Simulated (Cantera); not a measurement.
An adiabatic, constant-pressure homogeneous reactor starts with 19.6 % CO, 3.73 % H₂, 7.31 % O₂, 69.3 % N₂, equivalence ratio 1.6, at 1198 K and 10.0 bar.

Detailed kinetics in Cantera: GRI-Mech 3.0 (53 species, 325 reactions). The hydrogen kinetics of GRI-Mech 3.0 are dated; newer H2 mechanisms differ, most at raised pressure.

Question: Predict: time of steepest temperature rise; temperature at 3.00 s; equilibrium temperature; x(CO) at 3.00 s; x(H₂) at 3.00 s; x(O₂) at 3.00 s; x(NO₂) at 3.00 s; x(OH) at 3.00 s; x(HO₂) at 3.00 s.

Answer: 
* **time of steepest temperature rise**: 52.8 µs
* **temperature at 3.00 s**: 2308 K
* **equilibrium temperature**: 2308 K
* **x(CO) at 3.00 s**: 0.0901 (gas-phase equilibrium 0.0901)
* **x(H₂) at 3.00 s**: 0.00465 (gas-phase equilibrium 0.00465)
* **x(O₂) at 3.00 s**: 2.74e-5 (gas-phase equilibrium 2.74e-5)
* **x(NO₂) at 3.00 s**: 7.11e-9 (gas-phase equilibrium 7.11e-9)
* **x(OH) at 3.00 s**: 0.000270 (gas-phase equilibrium 0.000270)
* **x(HO₂) at 3.00 s**: 1.08e-8 (gas-phase equilibrium 1.08e-8)
